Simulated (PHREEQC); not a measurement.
A made-up water analysis in mg/L, 20 °C, pH 3.8, pe 9: Na 16.9; K 0.132; Ca 62.8; Mg 18.5; Cl 56.6; S(6) as SO4 191; B 0.0112.

Valence states are taken as typed.

The numbers come from PHREEQC with the ion-association model, phreeqc.dat.

This is a speciation only: nothing precipitates in the calculation.

Task: Order these S species by the share of S that they hold, largest first: SO4-2, MgSO4, NaSO4-, HSO4-, CaSO4.

Result: SO4-2 (84 %), CaSO4 (9.4 %), MgSO4 (5.4 %), HSO4- (0.88 %), NaSO4- (0.20 %)

The pH is 3.80 and the ionic strength 0.00868 mol/kgw.
